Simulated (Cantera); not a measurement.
Cantera run, input and output.

```python
import numpy as np
import cantera as ct

gas = ct.Solution("gri30.yaml")
gas.TPX = 1100, 100000, {'CO': 0.0021, 'O2': 0.014, 'H2O': 0.00053, 'N2': 1}
reactor = ct.IdealGasConstPressureReactor(gas, energy="off", clone=False)
net = ct.ReactorNet([reactor])
net.rtol, net.atol = 1e-08, 1e-18
show = ['CO', 'O2', 'H2O', 'NO', 'N2O', 'OH']
times = np.geomspace(5e-05, 20, 10)

steps = ct.SolutionArray(gas, extra=["t"])
rows = []
print(f"{'t/s':>10s}{'T/K':>9s}{'P/Pa':>11s}" + "".join(f"{s:>11s}" for s in show))
for t in times:
    while net.time < t:
        t_next = net.step()
        steps.append(gas.state, t=t_next)
    rows.append([np.interp(t, steps.t, y) for y in (steps.T, steps.P, *steps(*show).X.T)])
    print(f"{t:10.3e}{rows[-1][0]:9.1f}{rows[-1][1]:11.4g}" + "".join(f"{x:11.3e}" for x in rows[-1][2:]))
rate = np.gradient(steps.T, steps.t)
print("integrator steps:", len(steps.t))
if steps.T.max() > steps.T[0] + 200:
    print(f"time of steepest temperature rise: {steps.t[rate.argmax()]:.4e} s")
gas.TPX = 1100, 100000, {'CO': 0.0021, 'O2': 0.014, 'H2O': 0.00053, 'N2': 1}
gas.equilibrate("TP")
print(f"equilibrium (TP): T = {gas.T:.1f} K  " + "  ".join(f"{s} {gas[s].X[0]:.3e}" for s in show))
```

It prints:

```
       t/s      T/K       P/Pa         CO         O2        H2O         NO        N2O         OH
 5.000e-05   1100.0      1e+05  2.066e-03  1.377e-02  5.213e-04  5.717e-22  8.288e-17  3.395e-14
 2.096e-04   1100.0      1e+05  2.066e-03  1.377e-02  5.213e-04  1.160e-20  1.397e-15  4.054e-13
 8.788e-04   1100.0      1e+05  2.066e-03  1.377e-02  5.213e-04  2.122e-19  2.423e-14  4.753e-12
 3.684e-03   1100.0      1e+05  2.066e-03  1.377e-02  5.213e-04  3.997e-18  4.488e-13  4.095e-11
 1.544e-02   1100.0      1e+05  2.066e-03  1.377e-02  5.213e-04  1.356e-16  1.400e-11  6.008e-10
 6.475e-02   1100.0      1e+05  1.956e-03  1.371e-02  5.184e-04  1.242e-10  4.130e-08  1.983e-06
 2.714e-01   1100.0      1e+05  5.722e-04  1.303e-02  5.197e-04  1.481e-08  5.731e-07  1.644e-06
 1.138e+00   1100.0      1e+05  5.505e-05  1.278e-02  5.214e-04  3.508e-08  8.612e-07  6.399e-07
 4.771e+00   1100.0      1e+05  1.747e-06  1.275e-02  5.218e-04  4.241e-08  8.318e-07  2.126e-07
 2.000e+01   1100.0      1e+05  1.363e-08  1.275e-02  5.218e-04  4.726e-08  4.903e-07  8.625e-08
integrator steps: 1232
equilibrium (TP): T = 1100.0 K  CO 2.463e-11  O2 1.274e-02  H2O 5.219e-04  NO 2.353e-05  N2O 1.977e-09  OH 2.445e-08
```

Model: GRI-Mech 3.0 (53 species, 325 reactions), integrated in Cantera.
